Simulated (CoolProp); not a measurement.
20 sccm (0 °C, 1 atm) of nitrogen bubbles through liquid cyclopentane at 285.5 K and leaves saturated at a total pressure of 0.15 MPa (ideal gas phase). Each further row changes one setting.

The numbers come from the reference Helmholtz-energy equation of state, Gedanitz 2015 in CoolProp.

```tsv
case	vapour pressure (kPa)	mole fraction of vapour	delivery (mg/min)	delivery (sccm)	change of delivery for a bath 1 K warmer (%)
as stated	25.1	0.167	12.6	4.01	5.4
bath temperature 290.5 K	31.0	0.207	16.3	5.22	5.4
total pressure 0.3 MPa	25.1	0.0836	5.71	1.82	4.9
```
